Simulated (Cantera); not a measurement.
A closed system holds: 1 mol Al(CH₃)₃, a varied amount of N₂, 2.4 mol H₂, held at 1248 K and 0.0133 bar.

Equilibrium computed with Cantera from the NASA thermochemical tables; the gas is ideal and each condensed phase is pure. Candidate condensed phases: Al, AlN, C, C₆H₆, C₇H₈, C₈H₁₈; 97 gas species. The feed counts by its element totals alone. Kinetics and transport are ignored.

Task: At 6.5 mol N₂, list the 4 most abundant gas species with their mole fractions, and the condensed phases.

Result: H₂ 0.535, N₂ 0.465, HCN 6.20e-5, CH₄ 4.25e-5. Condensed: AlN(s) + C(graphite).
